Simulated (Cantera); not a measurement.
## Boron, boron nitride and boron oxide: B + O2 + N2

Input: 1 mol B, 2.3 mol O2, 3.4 mol N2, at 1800 K.

Method: chemical equilibrium by Gibbs-energy minimisation in Cantera with the NASA 1993 tables (ideal gas, pure condensed phases). Candidate condensed phases: B, BN, B2O3; 17 gas species. Equilibrium is a limit: real reactors are often held back by kinetics, nucleation or transport.

From 10.0 Pa to 19.0 mbar nothing is condensed. From 72.0 mbar to 1.00 bar the condensed part is B2O3(l). The main B-bearing gas is B2O3 throughout.

| P (Pa) | log p N2 | log p O2 | log p B2O3 | log p BO2 | log p O | log p NO | n B2O3(l) |
|---|---|---|---|---|---|---|---|
| 10 | -4.21 | -4.57 | -5.12 | -5.54 | -6.20 | -6.38 | 0 |
| 37 | -3.64 | -4.00 | -4.53 | -5.10 | -5.91 | -5.81 | 0 |
| 140 | -3.06 | -3.41 | -3.93 | -4.66 | -5.62 | -5.23 | 0 |
| 520 | -2.49 | -2.84 | -3.35 | -4.23 | -5.33 | -4.66 | 0 |
| 1900 | -1.93 | -2.28 | -2.78 | -3.80 | -5.05 | -4.09 | 0 |
| 7200 | -1.33 | -1.67 | -2.47 | -3.49 | -4.75 | -3.49 | 0.240 |
| 27000 | -0.74 | -1.08 | -2.47 | -3.34 | -4.46 | -2.90 | 0.432 |
| 100000 | -0.17 | -0.51 | -2.47 | -3.20 | -4.17 | -2.33 | 0.481 |
log p: log10 of the partial pressure in bar; n: condensed amount in mol.
